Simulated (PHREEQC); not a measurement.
HF is added in steps, without added water, to 1 kg of water holding 0.0032 mol/kgw CaCl2 and 0.023 mol/kgw BaCl2, at 25 °C. Oxygen alone is held at its pressure in air (log pO2 = -0.68). No CO2 enters from the air. Nothing may precipitate in this run.

Base run: PHREEQC, ion-association model, wateq4f.dat. Each further column changes one thing. The table gives HF (mol/kgw).

| HF added (mol) | base | BaCl2 replaced by CuCl2 at the same molality | temperature from 25 to 20 °C | BaCl2 replaced by NH4Cl at the same molality | solids may form |
|---|---|---|---|---|---|
| 0 | 0 | 0 | 0 | 0 | 0 |
| 0.000225 | 3.44e-5 | 3.10e-5 | 3.23e-5 | 3.76e-5 | 3.25e-5 |
| 0.00045 | 0.000110 | 0.000100 | 0.000104 | 0.000118 | 6.58e-5 |
| 0.0007875 | 0.000261 | 0.000242 | 0.000250 | (withheld) | 0.000118 |
| 0.001012 | 0.000378 | 0.000353 | 0.000364 | (withheld) | 0.000153 |
| 0.001238 | 0.000504 | 0.000474 | 0.000486 | (withheld) | 0.000190 |
| 0.001463 | 0.000637 | 0.000601 | 0.000616 | 0.000667 | 0.000227 |
| 0.001687 | 0.000775 | 0.000734 | 0.000751 | 0.000810 | 0.000266 |
| 0.001912 | 0.000918 | 0.000872 | 0.000891 | 0.000956 | 0.000306 |
| 0.00225 | 0.00114 | 0.00109 | 0.00111 | 0.00118 | 0.000369 |
| 0.002475 | 0.00129 | 0.00123 | 0.00126 | 0.00134 | 0.000412 |
| 0.0027 | 0.00144 | 0.00138 | 0.00141 | (withheld) | 0.000457 |

Question: Fill in the missing entries.

Answer: 
- 0.0007875, BaCl2 replaced by NH4Cl at the same molality: 0.000277
- 0.001012, BaCl2 replaced by NH4Cl at the same molality: 0.000399
- 0.001238, BaCl2 replaced by NH4Cl at the same molality: 0.000530
- 0.0027, BaCl2 replaced by NH4Cl at the same molality: 0.00149

In at least one series the solution becomes supersaturated in solids that the run did not let form, among them Fluorite.  Solids allowed in the column 'solids may form': Fluorite, BaF2, Portlandite.
